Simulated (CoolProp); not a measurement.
Properties of the fluoroketone C6F12O (FK-5-1-12) along the isobar 101 kPa (Tc = 168.7 °C, pc = 1869 kPa, ω = 0.471).

Values from CoolProp's reference Helmholtz-energy equation of state, McLinden 2015.

| T (°C) | phase | Z | cp (kJ/(kg K)) | cv (kJ/(kg K)) |
|---|---|---|---|---|
| 99.85 | gas | 0.9639 | 0.9387 | 0.9068 |
| 109.65 | gas | 0.9673 | 0.9478 | 0.9165 |
| 119.35 | gas | 0.9702 | 0.9571 | 0.9263 |
| 129.15 | gas | 0.9729 | 0.9668 | 0.9364 |
| 138.95 | gas | 0.9752 | 0.9766 | 0.9466 |
| 148.65 | gas | 0.9773 | 0.9865 | 0.9568 |
| 158.45 | gas | 0.9792 | 0.9966 | 0.9672 |
| 168.25 | gas | 0.9809 | 1.007 | 0.9776 |
| 177.95 | gas | 0.9824 | 1.017 | 0.9879 |
| 187.75 | gas | 0.9837 | 1.027 | 0.9982 |
| 197.55 | gas | 0.9850 | 1.037 | 1.009 |
| 207.35 | gas | 0.9861 | 1.047 | 1.019 |
| 217.05 | gas | 0.9871 | 1.057 | 1.029 |
| 226.85 | gas | 0.9881 | 1.067 | 1.039 |
